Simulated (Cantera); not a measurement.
A closed system holds: 1 mol FeS, 3.1 mol SO3, 0.28 mol H2O, held at 1025 K and 0.0720 bar.

Cantera equilibrium calculation (NASA polynomials, part measured and part estimated; ideal gas, pure solids and liquids). Candidate condensed phases: Fe, FeO, Fe(OH)2, Fe(OH)3, FeS, FeSO4, FeS2, Fe2O3, Fe2(SO4)3, Fe3O4, H2O, H2SO4, S; 22 gas species. Gases not in the tables: S3 to S7. Kinetics and transport are ignored.

Task: What is the equilibrium state?

Result: 
```json
{
 "x(SO2)": "0.922",
 "x(H2O)": "0.0642",
 "x(S2)": "0.0123",
 "x(S2O)": "0.00106",
 "x(H2S)": "0.000488",
 "x(H2)": "0.000157",
 "x(SO)": "5.81e-5",
 "x(SH)": "1.42e-6",
 "n(Fe3O4(s))": "0.333 mol",
 "gas_amount": "4.320 mol",
 "log10 activity of S(l) (absent)": "-1.96",
 "log10 activity of Fe(α) (absent)": "-3.83",
 "log10 activity of Fe(OH)2(s) (absent)": "-7.72"
}
```
